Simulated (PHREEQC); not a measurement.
A solution holds 0.004 mol NaOH, 0.24 mol NaAlO2 and 0.28 mol Na2CO3 per kg of water, at 79 °C. Closed to the air; pH follows from the charge balance.

The numbers come from PHREEQC with the ion-association model, phreeqc.dat.

This is a speciation only: nothing precipitates in the calculation.

**Question.** Order these C species by the share of C that they hold, largest first: CO3-2, NaHCO3, HCO3-, NaCO3-.

**Answer.** NaCO3- (94 %), CO3-2 (5.0 %), HCO3- (1.1 %), NaHCO3 (0.10 %)

The pH is 10.25 and the ionic strength 0.555 mol/kgw. Saturation is exceeded, for instance for Gibbsite (slow to form); the values hold only as long as no solid forms. Species that the database lacks are ignored. At this temperature some constants are extrapolated from 25 °C, and those without enthalpy data are left unchanged.
